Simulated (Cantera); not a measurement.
# NO annealing gas

An isothermal, constant-pressure homogeneous reactor starts with NO : N2 = 1.3 : 2.8 (molar parts), at 1775 K and 0.987 atm.

Computed with Cantera and GRI-Mech 3.0 (53 species, 325 reactions).

```csv
t (s),x NO,x NO2,x N2O,x O2,x O
2.00e-6,0.317,1.47e-9,3.71e-8,5.13e-12,3.56e-8
6.50e-6,0.317,1.45e-8,1.20e-7,5.11e-11,1.06e-7
2.11e-5,0.317,1.27e-7,3.90e-7,4.57e-10,2.66e-7
6.86e-5,0.317,8.26e-7,1.25e-6,3.32e-9,4.64e-7
0.000223,0.317,3.65e-6,3.94e-6,2.16e-8,6.63e-7
0.000724,0.317,1.38e-5,1.15e-5,2.17e-7,1.27e-6
0.00235,0.317,4.93e-5,2.72e-5,4.34e-6,3.22e-6
0.00765,0.317,0.000102,4.04e-5,7.15e-5,5.86e-6
0.0248,0.316,0.000112,4.16e-5,0.000397,6.36e-6
0.0807,0.314,0.000125,4.10e-5,0.00146,7.10e-6
0.262,0.307,0.000158,3.91e-5,0.00486,9.05e-6
0.852,0.286,0.000221,3.38e-5,0.0152,1.33e-5
2.77,0.232,0.000281,2.20e-5,0.0422,2.06e-5
9.00,0.136,0.000236,7.53e-6,0.0905,2.93e-5
```
x: mole fraction; the columns are a selection and need not sum to one.

Equilibrium at this temperature and pressure: NO 0.00342, NO2 7.79e-6, N2O 2.03e-7, O2 0.157, O 3.81e-5 (gas phase only).
